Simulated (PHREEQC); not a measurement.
Solution (25 °C): 0.0054 mol/kgw Cu(NO3)2 and 0.0014 mol/kgw H2SO4. Closed to the air; pH follows from the charge balance.

Model: ion-association model, phreeqc.dat, run in PHREEQC.

This is a speciation only: nothing precipitates in the calculation.

Question: Order these S species by the share of S that they hold, largest first: CuSO4, SO4-2, HSO4-.

Answer: SO4-2 (66 %), CuSO4 (24 %), HSO4- (10 %)

The pH is 2.62 and the ionic strength 0.0188 mol/kgw.
